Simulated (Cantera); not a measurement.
An adiabatic, constant-volume homogeneous reactor starts with CH4 : H2 : O2 : N2 : CO2 = 1 : 0.085 : 1.7 : 24 : 0.96 (molar parts), equivalence ratio 1.2, at 1175 K and 0.987 atm.

Model: GRI-Mech 3.0 (53 species, 325 reactions), integrated in Cantera.

Predict: time of steepest temperature rise; temperature at 1.00 s; equilibrium temperature; x(H2) at 1.00 s; x(O2) at 1.00 s.


| Quantity | Result |
|---|---|
| time of steepest temperature rise | 0.118 s |
| temperature at 1.00 s | 1967 K |
| equilibrium temperature | 1966 K |
| x(H2) at 1.00 s | 0.00567 (gas-phase equilibrium 0.00567) |
| x(O2) at 1.00 s | 4.37e-6 (gas-phase equilibrium 4.36e-6) |
